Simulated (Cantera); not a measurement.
Reactions in the system Cl-Li-N-O

Source: NASA polynomial tables (part measured, part estimated), evaluated in Cantera. Values are per mole of reaction as written; species without (g) are pure solids or liquids, kept so even where they would boil at 1 bar.

Cl(g) + Li(g) = LiCl(g)

```
T (K)  ΔH° (kJ)  ΔS° (J/K)  ΔG° (kJ)  log10 K
-----  --------  ---------  --------  -------
300      -476.3      -91.1    -449.0    78.18
1125     -482.0     -100.8    -368.6    17.12
1175     -482.3     -101.0    -363.6    16.16
1225     -482.5     -101.2    -358.5    15.29
1275     -482.8     -101.4    -353.5    14.48
1325     -483.0     -101.6    -348.4    13.73
1375     -483.2     -101.8    -343.3    13.04
```

2 Li + 2 NO(g) = Li2O + N2O(g)

| T (K) | ΔH° (kJ) | ΔS° (J/K) | ΔG° (kJ) | log10 K | condensed phases |
|---|---|---|---|---|---|
| 300 | -699.7 | -221.9 | -633.1 | 110.23 | Li(s), Li2O(s) |
| 1125 | -701.7 | -234.4 | -438.0 | 20.33 | Li(l), Li2O(s) |
| 1175 | -700.7 | -233.6 | -426.3 | 18.95 | Li(l), Li2O(s) |
| 1225 | -699.6 | -232.7 | -414.6 | 17.68 | Li(l), Li2O(s) |
| 1275 | -698.5 | -231.8 | -403.0 | 16.51 | Li(l), Li2O(s) |
| 1325 | -697.4 | -230.9 | -391.4 | 15.43 | Li(l), Li2O(s) |
| 1375 | -696.2 | -230.1 | -379.9 | 14.43 | Li(l), Li2O(s) |
